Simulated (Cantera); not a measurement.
# Equilibrium for silicon nitride deposition: SiH₄ + NH₃ + H₂

Charge: 1 mol SiH₄, 0.66 mol NH₃, a varied amount of H₂, equilibrated at 1848 K and 0.310 bar.

Equilibrium computed with Cantera from the NASA thermochemical tables; the gas is ideal and each condensed phase is pure. Candidate condensed phases: Si, Si₃N₄; 18 gas species. Mutual solubility and eutectic melting of coexisting phases are not modelled. Gases not in the tables: Si₂H₆ and higher silanes. The numbers say what is thermodynamically allowed, not how fast it happens.

| n(H₂) (mol) | x H₂ | x N₂ | x H | x SiH₂ | x Si | x SiH | x NH₃ | n Si(l) | n Si₃N₄(s) |
|---|---|---|---|---|---|---|---|---|---|
| 1.1 | 0.938 | 0.0609 | 0.000922 | 3.90e-5 | 2.02e-5 | 1.09e-5 | 1.84e-6 | 0.903 | 0.0324 |
| 2 | 0.938 | 0.0609 | 0.000922 | 3.90e-5 | 2.02e-5 | 1.09e-5 | 1.84e-6 | 0.990 | 0.00320 |
| 3.9 | 0.953 | 0.0457 | 0.000930 | 3.97e-5 | 2.02e-5 | 1.10e-5 | 1.63e-6 | 0.999 | 0 |
| 7.3 | 0.968 | 0.0311 | 0.000937 | 4.03e-5 | 2.02e-5 | 1.11e-5 | 1.38e-6 | 0.999 | 0 |
| 14 | 0.980 | 0.0190 | 0.000943 | 4.08e-5 | 2.02e-5 | 1.11e-5 | 1.10e-6 | 0.999 | 0 |
| 26 | 0.988 | 0.0112 | 0.000946 | 4.11e-5 | 2.02e-5 | 1.12e-5 | 8.55e-7 | 0.998 | 0 |
| 49 | 0.993 | 0.00630 | 0.000949 | 4.13e-5 | 2.02e-5 | 1.12e-5 | 6.45e-7 | 0.996 | 0 |
x: gas mole fraction; n: condensed amount in mol.

From 1.1 mol H₂ to 2 mol H₂ the condensed part is Si(l) + Si₃N₄(s). From 3.9 mol H₂ to 49 mol H₂ the condensed part is Si(l). The main Si-bearing gas is SiH₂ throughout.
